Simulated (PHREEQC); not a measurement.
# City or well water: speciation

Synthetic water in mmol/kgw, 20 °C, pH 8.31, pe 13:

```
constituent           mmol/kgw
--------------------  --------
Na                      0.0314
K                        0.398
Ca                       0.133
Mg                       0.304
Cl                       0.692
S(6)                    0.0794
Alkalinity (meq/kgw)     0.472
Zn                    0.000136
```

Valence states are taken as typed.

Model: ion-association model, phreeqc.dat, run in PHREEQC.

No solid was allowed to form.

Question: What specific conductance does the model give?

Answer: specific conductance 139 µS/cm.

Question: In which forms is Mg present?

Answer: Mg+2 98 %, MgSO4 1.0 % of the Mg.

Complexes and solids missing from the database can't appear. The database's zinc carbonate complexes are estimates, stronger than later reviews accept.
